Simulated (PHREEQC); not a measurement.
A solution holds 0.0022 mol/kgw HF and 0.022 mol/kgw FeCl3, at 45 °C. Closed to the air; pH follows from the charge balance.

Computed with PHREEQC (ion-association model, wateq4f.dat).

The ionic strength comes out as 0.100 mol/kgw. What activity coefficients do FeCl+2, FeCl2+, Fe3(OH)4+5, FeF2+, Fe2(OH)2+4 get?

FeCl+2 0.36, FeCl2+ 0.77, Fe3(OH)4+5 0.0017, FeF2+ 0.78, Fe2(OH)2+4 0.017.

Precipitation was switched off in this run. Saturation is exceeded, for instance for Hematite (slow to form), Goethite (slow to form); the values hold only as long as no solid forms. Away from 25 °C the constants follow the database's enthalpies or fits; those with neither stay at their 25 °C values. Fluoro complexes past AlF4- and FeF3 are missing from the database.
